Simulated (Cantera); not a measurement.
Ignition delay

Mixture: 6.43 % CH4, 0.527 % CO, 20.5 % O2, 63.6 % N2, 9.00 % H2O, equivalence ratio 0.64, at 4.24 atm, adiabatic and at constant volume. Ignition delay is the time to a rise of 400 K.

Detailed kinetics in Cantera: GRI-Mech 3.0 (53 species, 325 reactions).

| T0 (K) | delay (ms) |
|---|---|
| 1000 | 186 |
| 1075 | 52.0 |
| 1150 | 17.3 |
| 1225 | 6.43 |
| 1300 | 2.59 |
| 1375 | 1.11 |

```json
{
 "apparent activation energy between 1225 and 1375 K": "160 kJ/mol"
}
```
